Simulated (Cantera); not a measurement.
A perfectly stirred reactor is fed with CH4 : CO2 : H2 = 1 : 22 : 0.13 (molar parts), at 4.93 atm; it is held at 1975 K, and followed from long to short residence time.

Computed with Cantera and GRI-Mech 3.0 (53 species, 325 reactions).

**Question.** Predict: x(CH4) at τ = 0.320 s; x(CO2) at τ = 0.320 s; x(H2) at τ = 0.320 s; x(CH2) at τ = 0.320 s; x(C2H6) at τ = 0.320 s; x(CH4) at τ = 54.0 ms; x(CO2) at τ = 54.0 ms; x(H2) at τ = 54.0 ms; x(CH2) at τ = 54.0 ms; x(C2H6) at τ = 54.0 ms.

**Answer.** 
```
Item                       Value
----------------------  --------
x(CH4) at τ = 0.320 s    4.18e-5
x(CO2) at τ = 0.320 s      0.755
x(H2) at τ = 0.320 s     0.00384
x(CH2) at τ = 0.320 s    7.53e-9
x(C2H6) at τ = 0.320 s   1.55e-9
x(CH4) at τ = 54.0 ms   0.000283
x(CO2) at τ = 54.0 ms      0.756
x(H2) at τ = 54.0 ms     0.00388
x(CH2) at τ = 54.0 ms    4.45e-8
x(C2H6) at τ = 54.0 ms   6.06e-8
```
